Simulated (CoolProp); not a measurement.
Model: reference Helmholtz-energy equation of state, Wagner 2002, in CoolProp.

Q: Give the vapour pressure (MPa), vapour Z, surface tension (mN/m), vapour viscosity (µPa s) of saturated water at 104.35 °C.

A: 
| T (°C) | p (MPa) | vapour Z | surface tension (mN/m) | vapour viscosity (µPa s) |
|---|---|---|---|---|
| 104.35 | 0.118 | 0.983 | 58.1 | 12.4 |

Viscosity comes from a separate model (Huber 2009). Surface tension comes from a separate correlation (Mulero 2012).
